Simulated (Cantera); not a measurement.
Input (Python, Cantera) and output of one run.

```python
import numpy as np
import cantera as ct

gas_names = """
    AL ALCL ALCL2 ALCL3 ALH AL2 AL2CL6 CL CL2 H HCL H2
""".split()
cond_names = """
    AL(cr) AL(L) ALCL3(s) ALCL3(L)
""".split()


# ... load() reads the species with a 1 bar reference pressure and builds the phases ...
atoms = {
    'Al': {'AL': 1},
    'HCl': {'H': 1, 'CL': 1},
    'H2': {'H': 2},
}
top_T = {}  # K; cautious upper limits of use, not melting points


# ... equilibrate(T, P, feed) seeds the gas with the atoms and calls Mixture.equilibrate('TP', solver="vcs", rtol=1e-11, max_steps=5000) ...
results = []
feed = {'Al': 1, 'HCl': 5.1, 'H2': 460}  # mol
P = 650  # Pa
for T in [1148, 1248, 1348, 1448, 1548, 1648, 1748, 1848]:
    mix = equilibrate(T, P, feed)
    results.append((T, P, feed, dict(zip(mix.species_names, mix.species_moles))))

top = {s: max(r[3][s] / sum(r[3][g] for g in gas_names) for r in results) for s in gas_names}
cols = sorted((s for s in top if top[s] > 0.0001), key=lambda s: -top[s])[:6]
seen = [c for c in cond_names if any(r[3].get(c, 0) > 1e-12 for r in results)]
print("log10 of partial pressures in bar; condensed amounts in mol")
print(f"{'T/K':>10s}" + "".join(f"{s[:9]:>10s}" for s in cols + seen))
for T, P, feed, n in results:
    ng = sum(n[g] for g in gas_names)
    print(f"{T:10.4g}" + "".join(f"{np.log10(max(n[s] / ng * P / 1e5, 1e-99)):10.3f}" for s in cols)
          + "".join(f"{n.get(c, 0):10.4g}" for c in seen))
```

Output:

```
log10 of partial pressures in bar; condensed amounts in mol
       T/K        H2       HCL         H      ALCL     ALCL3     ALCL2
      1148    -2.190    -4.504    -8.240    -6.118    -4.894    -6.331
      1248    -2.191    -4.394    -7.426    -5.314    -5.104    -5.903
      1348    -2.191    -4.291    -6.731    -4.989    -5.618    -5.888
      1448    -2.192    -4.255    -6.131    -4.895    -6.351    -6.112
      1548    -2.192    -4.247    -5.608    -4.871    -7.092    -6.389
      1648    -2.192    -4.245    -5.147    -4.863    -7.764    -6.650
      1748    -2.193    -4.245    -4.738    -4.861    -8.366    -6.887
      1848    -2.195    -4.245    -4.373    -4.864    -8.906    -7.102
```

Cantera equilibrium calculation (NASA polynomials, part measured and part estimated; ideal gas, pure solids and liquids). The tables' values for AlCl2 are old estimates; treat these amounts as uncertain.
